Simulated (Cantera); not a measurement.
A perfectly stirred reactor is fed with CH₄ : H₂O = 1 : 17 (molar parts), at 263 Torr; it is held at 1775 K, and followed from long to short residence time.

Model: GRI-Mech 3.0 (53 species, 325 reactions), integrated in Cantera.

One state of this run: x CH₄ = 0.0131; x H₂O = 0.840; x H = 0.000150; x CO = 0.0115; x CH₂CO = 2.49e-5; x C₂H₄ = 8.67e-5. x: mole fraction; the columns are a selection and need not sum to one.

Q: Which value of τ (s) does it belong to?
A) 0.82
B) 0.024
C) 0.058
D) 0.34

A: C, 0.058
